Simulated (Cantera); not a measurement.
A closed system holds: 1 mol C₂F₆, 0.8 mol HCl, at 2198.15 K and 2200 Pa.

Cantera equilibrium calculation (NASA polynomials, part measured and part estimated; ideal gas, pure solids and liquids). Candidate condensed phases: C, C₆H₆, C₇H₈, C₈H₁₈; 118 gas species. The feed counts by its element totals alone. Gases not in the tables: C₂F₆ and larger saturated fluorocarbons. Rates play no part.

Base state: CF₄ 0.269, HF 0.234, Cl 0.233, CF₂ 0.173, F 0.0794, CF₃ 0.00949, CF 0.000894, HCl 0.000807 (mole fractions); condensed: C(graphite).

What changes in the equilibrium state with this change: HCl from 0.8 to 0.045 mol?


```
species             before    after
----------------  --------  -------
CF₄                  0.269    0.585
CF₂                  0.173    0.255
F                   0.0794   0.0965
HF                   0.234   0.0227
Cl                   0.233   0.0225
CF₃                0.00949   0.0170
HCl               0.000807  6.22e-6
Cl₂               0.000549  5.16e-6
C(graphite), mol     0.463    0.296
```
The tables' values for C₂F₄ are old estimates; treat these amounts as uncertain.

What changes in the equilibrium state with this change: temperature from 2198.15 K to 3423 K?


```
species             before     after
----------------  --------  --------
F                   0.0794     0.634
Cl                   0.233     0.105
HF                   0.234    0.0864
CF₄                  0.269   6.88e-9
CF₂                  0.173   0.00340
C₂                 9.23e-9    0.0127
C                  6.72e-8    0.0311
C₃                 1.06e-7    0.0459
H                  3.56e-6    0.0184
CF                0.000894    0.0625
CClF₃             0.000422     <1e-9
C₅                   <1e-9  0.000410
C₄                   <1e-9  0.000180
C₂H                  <1e-9  0.000154
C(graphite), mol     0.463         0
```
The tables' values for CCl are old estimates; treat these amounts as uncertain.
